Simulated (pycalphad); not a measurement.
Computed with pycalphad from the COST 507 light-alloy database (1999), at 1 atm. No gas phase is included, though pure Mg would boil below 1650 K. The database dates from 1999; later assessments differ in places, in temperatures and in the compounds included. Diffusion is slow at the low end, where real alloys seldom reach equilibrium.

Problem. How does the equilibrium phase assembly of Si-96.09Mg (wt.%) change on cooling from 1650 K to 350 K?

Solution. 
```tsv
T (K)	phases above	phases below
1012.4	LIQUID	LIQUID + MG2SI
911.9	LIQUID + MG2SI	HCP_A3 + MG2SI
```
Changes were sought between steps of 50 K, so a narrower field can be missed.

Database names, with the compositions (at.%) that they take in these runs: MG2SI: Mg 67 Si 33. HCP_A3 is hcp.
